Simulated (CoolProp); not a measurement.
Saturation properties of water.

The numbers come from the reference Helmholtz-energy equation of state, Wagner 2002 in CoolProp.

```csv
T (K),p (MPa),vapour density (kg/m³),enthalpy of vaporisation (kJ/kg),surface tension (mN/m),vapour viscosity (µPa s)
291.8,0.002151,0.01599,___,73.0,9.50
307.8,0.005521,0.03896,2419,70.5,10.0
323.8,0.01276,0.08570,2380,67.9,10.5
339.8,0.02695,0.1730,2341,65.1,11.1
355.8,0.05274,___,2301,___,11.6
371.8,0.09663,0.5717,2260,59.2,12.2
387.8,0.1673,___,2217,56.0,12.7
403.8,0.2756,1.524,2172,52.7,13.3
419.8,0.4349,2.340,2124,49.4,13.8
435.8,0.6610,3.473,2073,45.9,14.4
451.9,0.9743,5.019,2019,42.3,14.9
467.9,1.391,7.061,1960,___,15.5
483.9,___,9.730,1897,35.0,16.0
```

**Question.** Fill in the missing entries.

**Answer.** 
- 291.8, enthalpy of vaporisation (kJ/kg): 2457
- 355.8, vapour density (kg/m³): 0.3244
- 355.8, surface tension (mN/m): 62.2
- 387.8, vapour density (kg/m³): 0.9551
- 467.9, surface tension (mN/m): 38.7
- 483.9, p (MPa): 1.936

It boils at 373.1 K under 1 atm.

Viscosity comes from a separate model (Huber 2009). Surface tension comes from a separate correlation (Mulero 2012).
